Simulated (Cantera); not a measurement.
## Formation from one mole of S2

Cantera with NASA thermochemical tables; ideal gases at 1 bar, condensed phases pure. Values are per mole of reaction as written; species without (g) are pure solids or liquids, kept so even where they would boil at 1 bar.

C + S2(g) → CS2(g)

```csv
T (K),ΔH° (kJ),ΔS° (J/K),ΔG° (kJ),log10 K
300,-11.4,4.0,-12.6,2.20
1075,-9.9,7.1,-17.6,0.85
1175,-9.9,7.1,-18.3,0.81
1275,-10.0,7.1,-19.0,0.78
1375,-10.0,7.0,-19.7,0.75
1475,-10.1,7.0,-20.4,0.72
1575,-10.2,6.9,-21.1,0.70
1675,-10.4,6.8,-21.8,0.68
1775,-10.6,6.7,-22.4,0.66
```

2 Pb + S2(g) → 2 PbS(g)

```json
[
 {"T (K)": "300", "ΔH° (kJ)": "135.2", "ΔS° (J/K)": "144.8", "ΔG° (kJ)": "91.7", "log10 K": "-15.97", "condensed phases": "Pb(s)"},
 {"T (K)": "1075", "ΔH° (kJ)": "109.7", "ΔS° (J/K)": "103.5", "ΔG° (kJ)": "-1.6", "log10 K": "0.08", "condensed phases": "Pb(l)"},
 {"T (K)": "1175", "ΔH° (kJ)": "107.6", "ΔS° (J/K)": "101.7", "ΔG° (kJ)": "-11.8", "log10 K": "0.53", "condensed phases": "Pb(l)"},
 {"T (K)": "1275", "ΔH° (kJ)": "105.6", "ΔS° (J/K)": "100.0", "ΔG° (kJ)": "-21.9", "log10 K": "0.90", "condensed phases": "Pb(l)"},
 {"T (K)": "1375", "ΔH° (kJ)": "103.5", "ΔS° (J/K)": "98.5", "ΔG° (kJ)": "-31.8", "log10 K": "1.21", "condensed phases": "Pb(l)"},
 {"T (K)": "1475", "ΔH° (kJ)": "101.5", "ΔS° (J/K)": "97.0", "ΔG° (kJ)": "-41.6", "log10 K": "1.47", "condensed phases": "Pb(l)"},
 {"T (K)": "1575", "ΔH° (kJ)": "99.5", "ΔS° (J/K)": "95.7", "ΔG° (kJ)": "-51.3", "log10 K": "1.70", "condensed phases": "Pb(l)"},
 {"T (K)": "1675", "ΔH° (kJ)": "97.4", "ΔS° (J/K)": "94.4", "ΔG° (kJ)": "-60.8", "log10 K": "1.89", "condensed phases": "Pb(l)"},
 {"T (K)": "1775", "ΔH° (kJ)": "95.4", "ΔS° (J/K)": "93.3", "ΔG° (kJ)": "-70.1", "log10 K": "2.06", "condensed phases": "Pb(l)"}
]
```

Ni + S2(g) → NiS2

```
T (K)  ΔH° (kJ)  ΔS° (J/K)  ΔG° (kJ)  log10 K  condensed phases
-----  --------  ---------  --------  -------  ----------------
300      -259.8     -186.1    -203.9    35.50    Ni(s), NiS2(s)
1075     -250.7     -172.1     -65.7     3.19    Ni(s), NiS2(s)
1175     -249.0     -170.6     -48.6     2.16    Ni(s), NiS2(s)
1275     -247.2     -169.1     -31.6     1.29    Ni(s), NiS2(s)
1375     -179.5     -116.3     -19.7     0.75    Ni(s), NiS2(l)
1475     -177.8     -115.1      -8.1     0.29    Ni(s), NiS2(l)
1575     -176.3     -114.1       3.4    -0.11    Ni(s), NiS2(l)
1675     -174.8     -113.2      14.7    -0.46    Ni(s), NiS2(l)
1775     -190.7     -122.3      26.5    -0.78    Ni(l), NiS2(l)
```

2 H2(g) + S2(g) → 2 H2S(g)

```json
[
 {"T (K)": "300", "ΔH° (kJ)": "-169.4", "ΔS° (J/K)": "-78.3", "ΔG° (kJ)": "-146.0", "log10 K": "25.41"},
 {"T (K)": "1075", "ΔH° (kJ)": "-180.2", "ΔS° (J/K)": "-98.5", "ΔG° (kJ)": "-74.3", "log10 K": "3.61"},
 {"T (K)": "1175", "ΔH° (kJ)": "-180.6", "ΔS° (J/K)": "-98.9", "ΔG° (kJ)": "-64.4", "log10 K": "2.86"},
 {"T (K)": "1275", "ΔH° (kJ)": "-180.9", "ΔS° (J/K)": "-99.1", "ΔG° (kJ)": "-54.5", "log10 K": "2.23"},
 {"T (K)": "1375", "ΔH° (kJ)": "-181.1", "ΔS° (J/K)": "-99.3", "ΔG° (kJ)": "-44.6", "log10 K": "1.69"},
 {"T (K)": "1475", "ΔH° (kJ)": "-181.3", "ΔS° (J/K)": "-99.4", "ΔG° (kJ)": "-34.7", "log10 K": "1.23"},
 {"T (K)": "1575", "ΔH° (kJ)": "-181.3", "ΔS° (J/K)": "-99.4", "ΔG° (kJ)": "-24.7", "log10 K": "0.82"},
 {"T (K)": "1675", "ΔH° (kJ)": "-181.3", "ΔS° (J/K)": "-99.4", "ΔG° (kJ)": "-14.8", "log10 K": "0.46"},
 {"T (K)": "1775", "ΔH° (kJ)": "-181.3", "ΔS° (J/K)": "-99.4", "ΔG° (kJ)": "-4.8", "log10 K": "0.14"}
]
```
